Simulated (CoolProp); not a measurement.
Properties of R124 along the isobar 14.9 bar (Tc = 395.4 K, pc = 36.24 bar, ω = 0.288).

Computed with CoolProp (reference Helmholtz-energy equation of state, de Vries 1995).

| T (K) | phase | speed of sound (m/s) | isothermal compressibility (1/MPa) | expansivity (1/kK) | fugacity coefficient |
|---|---|---|---|---|---|
| 125.9 | liquid | 1272 | 0.0004850 | 1.419 | 8.487e-8 |
| 140.5 | liquid | 1206 | 0.0005547 | 1.435 | 1.683e-6 |
| 155.2 | liquid | 1139 | 0.0006374 | 1.461 | 1.794e-5 |
| 169.9 | liquid | 1073 | 0.0007357 | 1.495 | 0.0001197 |
| 184.6 | liquid | 1007 | 0.0008537 | 1.538 | 0.0005625 |
| 199.3 | liquid | 942.2 | 0.0009970 | 1.593 | 0.002023 |
| 214 | liquid | 878.6 | 0.001173 | 1.660 | 0.005900 |
| 228.7 | liquid | 816.3 | 0.001393 | 1.742 | 0.01457 |
| 243.3 | liquid | 755.6 | 0.001668 | 1.842 | 0.03133 |
| 258 | liquid | 695.5 | 0.002027 | 1.967 | 0.06070 |
| 272.7 | liquid | 636.4 | 0.002501 | 2.123 | 0.1074 |
| 287.4 | liquid | 577.9 | 0.003148 | 2.323 | 0.1761 |
| 302.1 | liquid | 519.6 | 0.004070 | 2.589 | 0.2708 |
| 316.8 | liquid | 460.5 | 0.005468 | 2.960 | 0.3941 |
